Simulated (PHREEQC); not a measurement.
Hard or scaling water

Solution (20 °C): 0.036 mol CaCl2, 0.00035 mol NaF and 0.00038 mol H4SiO4 per kg of water. Closed to the air; pH follows from the charge balance.

Equilibrium calculation in PHREEQC: ion-association model, phreeqc.dat.

This is a speciation only: nothing precipitates in the calculation.

Question: Estimate the pH, density.

Answer: pH 6.66; density 1.002 g/cm³.

The solution is supersaturated, for example in Fluorite, Quartz (slow to form), so a real one may precipitate; this is no full list. SiF6-2 is the database's only silicon fluoride.
